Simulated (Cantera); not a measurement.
A perfectly stirred reactor is fed with 6.93 % CH4, 19.6 % O2, 73.5 % N2, at 5.00 bar; it is adiabatic with a 475 K inlet, and is followed from long to short residence time, starting on the burning branch (τ in s: 0.098, 0.027, 0.0076, 0.0021, 0.00058, 0.00016, 4.5e-05, 1.3e-05, 3.5e-06).

Cantera simulation using GRI-Mech 3.0 (53 species, 325 reactions); the numbers are that mechanism's predictions, not measurements.

One state of this run: T (K) = 1970; x CH4 = 5.33e-5; x O2 = 0.0573; x C2H = 6.44e-11; x HO2 = 6.38e-6; x C2H2 = 2.80e-8; x OH = 0.00222. x: mole fraction; the columns are a selection and need not sum to one.

Which value of τ (s) does it belong to?
(A) 0.0021
(B) 4.5e-5
(C) 0.027
(D) 0.00016

A, 0.0021
